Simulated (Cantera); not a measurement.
Charge: 1 mol PbO, 2.2 mol CH4, 1.1 mol H2, at 1348.15 K and 0.100 bar.

Equilibrium computed with Cantera from the NASA thermochemical tables; the gas is ideal and each condensed phase is pure. Candidate condensed phases: C, C6H6, C7H8, C8H18, H2O, Pb, PbO, PbO2, Pb3O4; 113 gas species. Equilibrium is a limit: real reactors are often held back by kinetics, nucleation or transport.

Base state: H2 0.805, CO 0.146, Pb 0.0479, CH4 0.000378, H2O 6.87e-5 (mole fractions); condensed: C(graphite) + Pb(l).

Question: What changes in the equilibrium state with this change: temperature from 1348.15 K to 1748 K?

Answer: 
| species | before | after |
|---|---|---|
| H2 | 0.805 | 0.733 |
| CO | 0.146 | 0.133 |
| Pb | 0.0479 | 0.133 |
| H | 6.58e-6 | 0.000618 |
| C2H2 (acetylene) | 9.70e-7 | 8.27e-5 |
| C(graphite), mol | 1.20 | 1.20 |
| Pb(l), mol | 0.673 | 0 |

Question: What changes in the equilibrium state with this change: CH4 from 2.2 to 0.45 mol?

Answer: 
```csv
species,before,after
H2,0.805,0.588
H2O,6.87e-5,0.189
CO,0.146,0.150
CO2,6.38e-6,0.0247
Pb,0.0479,0.0479
CH4,0.000378,5.49e-8
"C(graphite), mol",1.20,0
"Pb(l), mol",0.673,0.877
```
